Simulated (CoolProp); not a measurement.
Vapour-liquid equilibrium of m-xylene (1) + o-xylene (2) at 223.65 °C; x and y are mole fractions of (1).

Values from CoolProp's multi-fluid Helmholtz-energy mixture model, Zhou 2012 and Zhou 2012; pair parameters Bell 2016.

```tsv
x	bubble pressure, mixture model (bar)	bubble pressure, Raoult's law (bar)	y, mixture model	y, Raoult's law
0.05	5.687	5.691	0.054	0.056
0.125	5.736	5.743	0.135	0.138
0.2	5.787	5.795	0.216	0.219
0.275	5.839	5.847	0.295	0.299
0.35	5.893	5.899	0.373	0.377
0.425	5.947	5.952	0.450	0.454
0.5	6.002	6.004	0.525	0.529
0.575	6.056	6.056	0.599	0.603
0.65	6.111	6.108	0.672	0.676
0.725	6.165	6.160	0.744	0.748
0.8	6.217	6.213	0.815	0.818
0.875	6.269	6.265	0.885	0.887
0.95	6.319	6.317	0.954	0.955
```

The largest gap from Raoult's law is -0.1 % in bubble pressure, at x = 0.2. No azeotrope shows between x = 0.05 and 0.95.

Pair parameters are fitted to limited data, so mixtures are less certain than the pure fluids.
